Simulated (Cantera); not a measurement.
Feed: 1 mol TEOS, a varied amount of H2O, 7.4 mol H2, equilibrated at 975 K and 6.80 Pa.

These are equilibrium values from Cantera (NASA tables, ideal gas, pure condensed phases), not measurements of a reactor. Candidate condensed phases: C, C6H6, C7H8, C8H18, H2O, Si, SiC, SiO2; 123 gas species. The feed counts by its element totals alone. Equilibrium is a limit: real reactors are often held back by kinetics, nucleation or transport.

### Question
Which condensed phases are stable at each of these points (n(H2O) (mol)): 0.87, 1.2, 1.5, 2, 2.7, 3.6, 4.7, 6.3, 8.4, 11, 15, 20, 26?

### Answer
| n(H2O) (mol) | condensed phases | Si condensed (%) |
|---|---|---|
| 0.87 | C(graphite) + SiO2(β-quartz) | 100.0 |
| 1.2 | C(graphite) + SiO2(β-quartz) | 100.0 |
| 1.5 | C(graphite) + SiO2(β-quartz) | 100.0 |
| 2 | C(graphite) + SiO2(β-quartz) | 100.0 |
| 2.7 | C(graphite) + SiO2(β-quartz) | 100.0 |
| 3.6 | C(graphite) + SiO2(β-quartz) | 100.0 |
| 4.7 | C(graphite) + SiO2(β-quartz) | 100.0 |
| 6.3 | SiO2(β-quartz) | 100.0 |
| 8.4 | SiO2(β-quartz) | 100.0 |
| 11 | SiO2(β-quartz) | 100.0 |
| 15 | SiO2(β-quartz) | 100.0 |
| 20 | SiO2(β-quartz) | 100.0 |
| 26 | SiO2(β-quartz) | 100.0 |

From 0.87 mol H2O to 4.7 mol H2O the condensed part is C(graphite) + SiO2(β-quartz). From 6.3 mol H2O to 26 mol H2O the condensed part is SiO2(β-quartz).
